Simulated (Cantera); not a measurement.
Cantera with NASA thermochemical tables; ideal gases at 1 bar, condensed phases pure. Values are per mole of reaction as written; species without (g) are pure solids or liquids, kept so even where they would boil at 1 bar.

Problem. Between 748 and 1148 K, where is each reaction favourable under standard conditions?
- 3 N(g) + Cr₂O₃ → 2 Cr + 3 NO(g)
- 6 Cr + 2 N₂O(g) → NO₂(g) + 3 Cr₂N

Solution. 
- 3 N(g) + Cr₂O₃ → 2 Cr + 3 NO(g): ΔG° is -105 kJ at 748 K and -145 kJ at 1148 K; it stays negative (K > 1). ΔH° is -35 kJ and ΔS° 96 J/K at 1148 K.
- 6 Cr + 2 N₂O(g) → NO₂(g) + 3 Cr₂N: ΔG° is -401 kJ at 748 K and -352 kJ at 1148 K; it stays negative (K > 1). ΔH° is -487 kJ and ΔS° -117 J/K at 1148 K.
